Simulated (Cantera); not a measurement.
Ignition delay

Mixture: H2 : O2 : N2 = 1 : 1.04 : 3.92 (molar parts), equivalence ratio 0.48, at 1.01 bar, adiabatic and at constant volume. Ignition delay is the time to a rise of 400 K.

Cantera simulation using the H2/O2 subset of GRI-Mech 3.0, which has no nitrogen chemistry; the numbers are that mechanism's predictions, not measurements. Where the delays flatten at high temperature, the 400 K rule measures the pace of heat release, not the induction time.

| T0 (K) | delay (ms) |
|---|---|
| 1123 | 0.0758 |
| 1223 | 0.0430 |
| 1323 | 0.0291 |
| 1423 | 0.0225 |
| 1523 | 0.0194 |
| 1623 | 0.0184 |
| 1723 | 0.0188 |
